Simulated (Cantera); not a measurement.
A freely propagating, adiabatic, planar premixed flame of H₂ : O₂ : N₂ = 1 : 0.208 : 0.783 (molar parts), equivalence ratio 2.4, unburnt at 500 K and 4.50 bar; unity-Lewis-number transport, grid criteria slope 0.08 and curve 0.16, no radiation.

Model: the H2/O2 subset of GRI-Mech 3.0, which has no nitrogen chemistry, integrated in Cantera. The hydrogen kinetics of GRI-Mech 3.0 are dated; newer H2 mechanisms differ, most at raised pressure. Unity Lewis numbers drop preferential diffusion, which matters most where H2 and H carry the flame. Burning velocities carry a grid error of a few per cent, more on coarse grids.

Problem. Predict: laminar burning velocity; thermal thickness; peak x(O); peak x(HO₂); peak x(H₂O₂).

Solution. 
```
Quantity                      Value
------------------------  ---------
laminar burning velocity   376 cm/s
thermal thickness         0.0648 mm
peak x(O)                   0.00101
peak x(HO₂)                0.000572
peak x(H₂O₂)                3.16e-5
```
